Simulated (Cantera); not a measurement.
Feed: 1 mol MgF2, a varied amount of H2, 0.11 mol O2, held at 1873 K and 0.00133 bar.

Equilibrium computed with Cantera from the NASA thermochemical tables; the gas is ideal and each condensed phase is pure. Candidate condensed phases: H2O, Mg, MgF2, MgO, Mg(OH)2; 31 gas species. The tables' values for MgH are old estimates; treat these amounts as uncertain. Equilibrium is a limit: real reactors are often held back by kinetics, nucleation or transport.

x: gas mole fraction; n: condensed amount in mol.

| n(H2) (mol) | x H2 | x HF | x MgF2 | x Mg | x MgF | x H2O | x H | n MgO(s) |
|---|---|---|---|---|---|---|---|---|
| 1.1 | 0.277 | 0.367 | 0.228 | 0.0785 | 0.0334 | 0.00577 | 0.00931 | 0.206 |
| 1.5 | 0.353 | 0.344 | 0.171 | 0.0851 | 0.0300 | 0.00677 | 0.0105 | 0.201 |
| 2 | 0.423 | 0.318 | 0.126 | 0.0881 | 0.0262 | 0.00784 | 0.0115 | 0.193 |
| 2.6 | 0.485 | 0.291 | 0.0918 | 0.0884 | 0.0225 | 0.00897 | 0.0123 | 0.184 |
| 3.6 | 0.559 | 0.254 | 0.0593 | 0.0859 | 0.0178 | 0.0106 | 0.0132 | 0.165 |
| 4.8 | ___ | ___ | ___ | 0.0816 | ___ | ___ | 0.0139 | ___ |
| 6.5 | 0.675 | 0.186 | 0.0232 | 0.0757 | 0.0104 | 0.0146 | 0.0145 | 0.0996 |
| 8.7 | 0.723 | ___ | ___ | ___ | ___ | 0.0170 | 0.0150 | ___ |
| 12 | 0.773 | 0.124 | 0.00704 | 0.0594 | 0.00509 | 0.0157 | 0.0155 | 0 |
| 16 | 0.816 | 0.100 | 0.00357 | 0.0485 | 0.00328 | 0.0121 | 0.0160 | 0 |
| 21 | 0.850 | 0.0808 | 0.00180 | 0.0393 | 0.00210 | 0.00949 | 0.0163 | 0 |
| 29 | 0.883 | 0.0613 | 0.000765 | 0.0301 | 0.00119 | 0.00703 | 0.0166 | 0 |
| 38 | 0.905 | 0.0482 | 0.000363 | 0.0237 | 0.000731 | 0.00545 | 0.0168 | 0 |

Complete the blanks.


- 4.8, x H2: 0.619
- 4.8, x HF: 0.221
- 4.8, x MgF2: 0.0385
- 4.8, x MgF: 0.0140
- 4.8, x H2O: 0.0124
- 4.8, n MgO(s): 0.140
- 8.7, x HF: 0.154
- 8.7, x MgF2: 0.0137
- 8.7, x Mg: 0.0695
- 8.7, x MgF: 0.00769
- 8.7, n MgO(s): 0.0400
